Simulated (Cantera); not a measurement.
## Premixed flame

A freely propagating, adiabatic, planar premixed flame of 57.8 % H2, 12.0 % O2, 30.1 % N2, unburnt at 350 K and 1.20 bar; mixture-averaged transport, grid criteria slope 0.08 and curve 0.16, no radiation.

Computed with Cantera and the H2/O2 subset of GRI-Mech 3.0, which has no nitrogen chemistry. Burning velocities carry a grid error of a few per cent, more on coarse grids.

```tsv
z (mm)	T (K)	u (m/s)	x H2	x O2	x H2O2	x H2O	x HO2	x OH
-0.841	350	4.76	0.578	0.120	<1e-8	<1e-8	<1e-8	<1e-8
-0.560	350	4.76	0.578	0.120	<1e-8	<1e-8	<1e-8	<1e-8
-0.420	350	4.76	0.578	0.120	<1e-8	<1e-8	<1e-8	<1e-8
-0.280	350	4.76	0.578	0.120	<1e-8	2.42e-7	8.19e-8	<1e-8
-0.140	378	5.10	0.574	0.121	1.06e-5	0.000477	0.000173	2.21e-5
-0.0700	687	8.95	0.539	0.115	7.67e-5	0.0236	0.000330	0.000933
0	1122	14.1	0.458	0.0852	8.50e-6	0.0943	0.000117	0.00132
0.0700	1419	17.8	0.372	0.0344	1.13e-6	0.191	4.20e-5	0.00265
0.140	1562	19.6	0.336	0.00877	5.57e-7	0.241	1.03e-5	0.00286
0.280	1681	20.9	0.331	0.000696	3.19e-7	0.258	7.86e-7	0.00301
0.560	1793	22.2	0.341	0.000161	2.00e-7	0.261	2.03e-7	0.00311
1.12	1905	23.3	0.352	9.55e-5	1.08e-7	0.264	1.29e-7	0.00290
2.24	2000	24.3	0.361	5.11e-5	5.42e-8	0.267	7.55e-8	0.00239
```
x: mole fraction of selected species; z is measured from the peak of heat release.

| Item | Result |
|---|---|
| laminar burning velocity | 476 cm/s |
| thermal thickness | 0.280 mm |
| peak x(H2O2) | 8.21e-5 |
| peak x(HO2) | 0.000548 |
| peak x(OH) | 0.00312 |
| grid points | 127 |
